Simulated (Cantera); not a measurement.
# Adiabatic ignition

An adiabatic, constant-volume homogeneous reactor starts with 18.1 % CH4, 17.2 % O2, 64.7 % N2, at 1150 K and 100000 Pa.

Model: GRI-Mech 3.0 (53 species, 325 reactions), integrated in Cantera.

```
t (s)     T (K)  P (bar)     x CH4     x O2       x O      x NO    x HO2     x CH3
--------  -----  -------  --------  -------  --------  --------  -------  --------
1.00e-5    1150     1.00     0.181    0.172    <1e-12    <1e-12  5.30e-9   5.44e-9
2.61e-5    1150     1.00     0.181    0.172  1.43e-12    <1e-12  1.38e-8   1.43e-8
6.81e-5    1150     1.00     0.181    0.172  3.14e-12    <1e-12  3.54e-8   3.82e-8
0.000178   1150    1.000     0.181    0.172  8.10e-12    <1e-12  8.86e-8   1.06e-7
0.000464   1150    1.000     0.181    0.172  2.52e-11    <1e-12  2.07e-7   3.28e-7
0.00121    1150    1.000     0.181    0.172  1.00e-10    <1e-12  3.89e-7   1.25e-6
0.00316    1150     1.00     0.181    0.172  3.11e-10    <1e-12  3.98e-7   3.87e-6
0.00825    1150     1.00     0.181    0.172  4.09e-10    <1e-12  4.69e-7   4.95e-6
0.0215     1151     1.00     0.181    0.172  5.72e-10    <1e-12  8.13e-7   6.07e-6
0.0562     1154     1.00     0.180    0.172   1.33e-9    <1e-12  2.13e-6   9.64e-6
0.147      2469     2.56  1.54e-10  4.71e-6   1.69e-5  0.000101  5.96e-9  9.03e-11
0.383      2469     2.56  1.53e-10  4.71e-6   1.69e-5   8.58e-5  5.97e-9  8.98e-11
1.00       2469     2.56  1.53e-10  4.71e-6   1.69e-5   8.58e-5  5.97e-9  8.98e-11
```
x: mole fraction; the columns are a selection and need not sum to one.

```yaml
time_of_steepest_temperature_rise: 0.136 s
temperature at 1.00 s: 2469 K
equilibrium_temperature: 2469 K
x(CH4) at 1.00 s: 1.53e-10 (gas-phase equilibrium 1.73e-10)
x(O2) at 1.00 s: 4.71e-6 (gas-phase equilibrium 4.71e-6)
x(O) at 1.00 s: 1.69e-5 (gas-phase equilibrium 1.69e-5)
```
